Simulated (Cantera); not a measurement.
An adiabatic, constant-pressure homogeneous reactor starts with CH₄ : O₂ : N₂ = 1 : 0.87 : 3.27 (molar parts), equivalence ratio 2.3, at 1273 K and 1.01 bar. Integrator tolerance rtol = 1e-08.

Model: GRI-Mech 3.0 (53 species, 325 reactions), integrated in Cantera.

Question: What does this change do: pressure from 1.01 bar to 5.00 bar?

Answer: 
```csv
quantity,before,after
time of steepest temperature rise,26.5 ms,6.40 ms
temperature at 4.00 s,2173 K,2181 K
equilibrium temperature,2173 K,2181 K
x(CH₄) at 4.00 s,2.08e-10 (gas-phase equilibrium 2.39e-10),4.93e-9 (gas-phase equilibrium 5.62e-9)
x(O₂) at 4.00 s,2.20e-7 (gas-phase equilibrium 2.20e-7),4.90e-8 (gas-phase equilibrium 4.90e-8)
x(HCO) at 4.00 s,8.13e-8 (gas-phase equilibrium 8.13e-8),1.87e-7 (gas-phase equilibrium 1.87e-7)
x(CH₃) at 4.00 s,4.17e-11 (gas-phase equilibrium 4.78e-11),4.62e-10 (gas-phase equilibrium 5.27e-10)
x(NO) at 4.00 s,9.91e-6 (gas-phase equilibrium 9.91e-6),4.77e-6 (gas-phase equilibrium 4.77e-6)
x(CH₂O) at 4.00 s,1.27e-8 (gas-phase equilibrium 1.27e-8),6.28e-8 (gas-phase equilibrium 6.28e-8)
x(H₂) at 4.00 s,0.213 (gas-phase equilibrium 0.213),0.214 (gas-phase equilibrium 0.214)
```
